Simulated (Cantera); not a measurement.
# Chemical vapour transport: MgO + HI + N2

A closed system holds: 1 mol MgO, 0.088 mol HI, 0.076 mol N2, held at 1325 K and 10000 Pa.

Method: chemical equilibrium by Gibbs-energy minimisation in Cantera with the NASA 1993 tables (ideal gas, pure condensed phases). Candidate condensed phases: H2O, I2, Mg, MgI2, MgO, Mg(OH)2; 36 gas species. Equilibrium is a limit: real reactors are often held back by kinetics, nucleation or transport.

x(N2): 0.412
x(I): 0.221
x(HI): 0.203
x(H2): 0.127
x(I2): 0.0167
x(H2O): 0.00980
x(MgI2): 0.00980
x(H): 1.85e-6
x(MgI): 1.22e-6
n(MgO(s)): 0.998 mol
gas amount: 0.1844 mol
log10 activity of MgI2(l) (absent): -3.35
log10 activity of I2(l) (absent): -5.02
log10 activity of Mg(l) (absent): -9.97
